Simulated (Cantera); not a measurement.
What does this Cantera script print?

```python
import numpy as np
import cantera as ct

gas_names = """
    Fe FeO Fe(OH)2 H HO2 H2 H2O H2O2 H2S H2SO4 O OH O2 O3 S SH SO SO2 SO3 S2 S2O S8
""".split()
cond_names = """
    Fe(a) Fe(c) Fe(d) Fe(L) FeO(s) FeO(L) Fe(OH)2(s) Fe(OH)3(s) FeS(a) FeS(b) FeS(c) FeS(L) FeSO4(s)
    FeS2(s) Fe2O3(s) Fe2S3O12(s) Fe3O4(s) H2O(s) H2O(L) H2SO4(L) S(cr1) S(cr2) S(L)
""".split()


# ... load() reads the species with a 1 bar reference pressure and builds the phases ...
atoms = {
    'FeS': {'Fe': 1, 'S': 1},
    'O2': {'O': 2},
    'H2O': {'H': 2, 'O': 1},
}
top_T = {'FeSO4(s)': 950, 'FeS2(s)': 1010, 'Fe2O3(s)': 1830, 'Fe2S3O12(s)': 1100, 'Fe3O4(s)': 1870}  # K; cautious upper limits of use, not melting points


# ... equilibrate(T, P, feed) seeds the gas with the atoms and calls Mixture.equilibrate('TP', solver="vcs", rtol=1e-11, max_steps=5000) ...
results = []
feed = {'FeS': 1, 'O2': 0.92, 'H2O': 0.5}  # mol
P = 20000  # Pa
for T in [748, 798, 848, 898, 948, 998, 1048, 1098, 1148, 1198, 1248, 1298, 1348, 1398]:
    mix = equilibrate(T, P, feed)
    results.append((T, P, feed, dict(zip(mix.species_names, mix.species_moles))))

top = {s: max(r[3][s] / sum(r[3][g] for g in gas_names) for r in results) for s in gas_names}
cols = sorted((s for s in top if top[s] > 0.0001), key=lambda s: -top[s])[:5]
seen = [c for c in cond_names if any(r[3].get(c, 0) > 1e-12 for r in results)]
print("log10 of partial pressures in bar; condensed amounts in mol")
print(f"{'T/K':>10s}" + "".join(f"{s[:9]:>10s}" for s in cols + seen))
for T, P, feed, n in results:
    ng = sum(n[g] for g in gas_names)
    print(f"{T:10.4g}" + "".join(f"{np.log10(max(n[s] / ng * P / 1e5, 1e-99)):10.3f}" for s in cols)
          + "".join(f"{n.get(c, 0):10.4g}" for c in seen))
```

Output:

```
log10 of partial pressures in bar; condensed amounts in mol
       T/K       H2O       SO2        S2        H2       H2S    FeO(s)    FeS(c)   FeS2(s)  Fe3O4(s)
       748    -0.975    -1.029    -3.923    -5.124    -3.381         0         0    0.2784    0.2405
       798    -0.978    -1.030    -3.358    -4.699    -3.062         0         0     0.276    0.2413
       848    -0.982    -1.033    -2.859    -4.324    -2.782         0         0    0.2703    0.2432
       898    -1.031    -0.989    -2.634    -4.112    -2.764         0    0.4241         0     0.192
       948    -1.032    -0.992    -2.517    -3.879    -2.747         0    0.4189         0    0.1937
       998    -1.033    -0.995    -2.411    -3.667    -2.731         0    0.4129         0    0.1957
      1048    -1.034    -0.999    -2.315    -3.475    -2.715         0     0.406         0     0.198
      1098    -1.036    -1.004    -2.229    -3.300    -2.701         0    0.3984         0    0.2005
      1148    -1.038    -1.008    -2.150    -3.140    -2.688         0      0.39         0    0.2033
      1198    -1.040    -1.014    -2.079    -2.992    -2.677         0    0.3808         0    0.2064
      1248    -1.043    -1.019    -2.014    -2.857    -2.667         0     0.371         0    0.2097
      1298    -1.047    -1.025    -1.955    -2.732    -2.658         0    0.3605         0    0.2131
      1348    -1.071    -1.014    -1.888    -2.643    -2.671    0.5089    0.2916         0    0.0665
      1398    -1.089    -1.022    -1.769    -2.531    -2.626    0.7688    0.2312         0         0
```

Cantera equilibrium calculation (NASA polynomials, part measured and part estimated; ideal gas, pure solids and liquids). Metal and sulfide melt together well below either melting point, which pure phases cannot show. Mutual solubility and eutectic melting of coexisting phases are not modelled. The tables' stoichiometric FeO is somewhat more stable than real wüstite, so its field is too wide. FeO, FeS: taken at fixed stoichiometry. Gases not in the tables: S3 to S7.
